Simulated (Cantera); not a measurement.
Si2H6 + Cl2 + H2 (silicon epitaxy and polysilicon growth)

Feed: 1 mol Si2H6, 0.006 mol Cl2, 64 mol H2, held at 1375 °C and 51.0 mbar.

Cantera equilibrium calculation (NASA polynomials, part measured and part estimated; ideal gas, pure solids and liquids). Candidate condensed phases: Si; 19 gas species. The feed counts by its element totals alone. Rates play no part.

| Property | Value |
|---|---|
| x(H2) | 0.999 |
| x(H) | 0.000394 |
| x(HCl) | 0.000179 |
| x(SiH2) | 8.47e-6 |
| x(Si) | 5.05e-6 |
| x(SiH) | 2.10e-6 |
| n(Si(s)) | 2.00 mol |
| gas amount | 67.02 mol |
